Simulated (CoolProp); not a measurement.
Properties of propylene along the isobar 21.1 MPa (Tc = 364.2 K, pc = 4.555 MPa, ω = 0.146).

The numbers come from the reference Helmholtz-energy equation of state, Lemmon 2013 in CoolProp.

```csv
T (K),phase,density (kg/m³),cp (kJ/(kg K)),Joule-Thomson coefficient (K/MPa),viscosity (µPa s),fugacity coefficient
268.2,liquid,585.1,2.242,-0.3794,156,0.04243
299.6,liquid,(withheld),2.363,-0.2851,123,0.08935
331,liquid,512.3,2.502,-0.1585,98.9,0.1567
362.5,liquid,472.0,2.656,(withheld),80.8,0.2409
393.9,supercritical,(withheld),2.816,0.2527,66.5,0.3348
425.3,supercritical,383.2,2.963,0.5596,54.9,0.4312
456.7,supercritical,337.4,3.059,0.8924,45.8,0.5234
488.2,supercritical,295.3,3.081,(withheld),39.1,0.6070
519.6,supercritical,(withheld),3.056,1.282,34.7,0.6795
551,supercritical,231.6,3.029,(withheld),31.8,(withheld)
```

Task: What belongs in the gaps?

Result: 
- 299.6, density (kg/m³): 549.8
- 362.5, Joule-Thomson coefficient (K/MPa): 0.01523
- 393.9, density (kg/m³): 428.8
- 488.2, Joule-Thomson coefficient (K/MPa): 1.155
- 519.6, density (kg/m³): 259.9
- 551, Joule-Thomson coefficient (K/MPa): 1.295
- 551, fugacity coefficient: 0.7415

Viscosity comes from a separate model (Huber 2003), an estimate that may be off by 10 % or more.
